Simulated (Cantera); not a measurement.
What does this Cantera script print?

```python
import numpy as np
import cantera as ct

gas_names = """
    C CN CO CO2 C2 CCN CNC C2N2 C2O C3 C3O2 C4 C4N2 C5 N NCO NO NO2 NO3 N2 N2O O O2 O3 Si SiC SiC2 SiN
    SiO SiO2 Si2 Si2C Si2N Si3
""".split()
cond_names = """
    C(gr) Si(cr) Si(L) SiC(b) SiO2(Lqz) SiO2(hqz) SiO2(L) Si2N2O(s) Si3N4(a)
""".split()


def load(file, names, dense=False):
    # The tables refer to 1 bar. Condensed volumes are neglected.
    table = {s.name: s for s in ct.Species.list_from_file(file)}
    out = []
    for n in names:
        d = dict(table[n].input_data)
        d["thermo"] = dict(d["thermo"], **{"reference-pressure": 1e5})
        if dense:
            d["equation-of-state"] = {"model": "constant-volume", "density": "1e6 g/cm^3"}
        out.append(ct.Species.from_dict(d))
    return out


gas = ct.Solution(thermo="ideal-gas", species=load("nasa_gas.yaml", gas_names))
cond = {s.name: ct.Solution(thermo="fixed-stoichiometry", species=[s], name=s.name)
        for s in load("nasa_condensed.yaml", cond_names, dense=True)}
atoms = {
    'SiC': {'Si': 1, 'C': 1},
    'O2': {'O': 2},
    'N2': {'N': 2},
}
top_T = {'C(gr)': 4500, 'SiC(b)': 3050, 'Si2N2O(s)': 2100, 'Si3N4(a)': 2400}  # K; cautious upper limits of use, not melting points


def equilibrate(T, P, feed):
    n = {}
    for name, mol in feed.items():
        for a, k in atoms[name].items():
            n[a] = n.get(a, 0.0) + k * mol
    gas.TPX = T, P, n
    mass = sum(n.values()) * gas.mean_molecular_weight
    gas.equilibrate("TP")
    valid = [c for c in cond.values() if c.min_temp <= T <= top_T.get(c.name, c.max_temp)]
    mix = ct.Mixture([(gas, mass / gas.mean_molecular_weight)] + [(c, 0.0) for c in valid])
    mix.T, mix.P = T, P
    mix.equilibrate("TP", solver="vcs", rtol=1e-11, max_steps=5000)
    return mix


results = []
feed = {'SiC': 1, 'O2': 0.46, 'N2': 250}  # mol
T = 1100  # K
P = 2.1  # Pa
mix = equilibrate(T, P, feed)
results.append((T, P, feed, dict(zip(mix.species_names, mix.species_moles))))
x = sorted(zip(gas.X, gas.species_names), reverse=True)
print(f"T = {T:g} K  P = {P:g} Pa  gas = {mix.phase_moles(0):.4g} mol")
print("   x: " + "  ".join(f"{s} {v:.3e}" for v, s in x if v > 1e-06))
print("   condensed (mol): " + ("  ".join(f"{mix.phase(i).name} {mix.phase_moles(i):.4g}"
      for i in range(1, mix.n_phases) if mix.phase_moles(i) > 1e-12) or "none"))
```

It prints:

```
T = 1100 K  P = 2.1 Pa  gas = 249.9 mol
   x: N2 9.983e-01  CO 1.681e-03
   condensed (mol): C(gr) 0.58  Si2N2O(s) 0.5
```

Cantera equilibrium calculation (NASA polynomials, part measured and part estimated; ideal gas, pure solids and liquids). N2 is the only nitrogen source here; it is nearly inert below about 1500 K, so the nitride shown seldom forms there in practice.
